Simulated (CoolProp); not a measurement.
Vapour-liquid equilibrium of hydrogen chloride (1) + ethane (2) at 246.5 K; x and y are mole fractions of (1).

The numbers come from the multi-fluid Helmholtz-energy mixture model, Thol 2018 and Bücker 2006; pair parameters Bell 2016 in CoolProp.

Give the bubble pressure and the first vapour's composition at x = 0.25, 0.85, 0.95. Is there an azeotrope?

x = 0.25: 1494 kPa, y = 0.347; x = 0.85: 1456 kPa, y = 0.746; x = 0.95: 1313 kPa, y = 0.886. y crosses x between x = 0.45 and 0.55: the model has an azeotrope there.

The pair parameters rest on a limited set of measurements; away from them the model extrapolates.
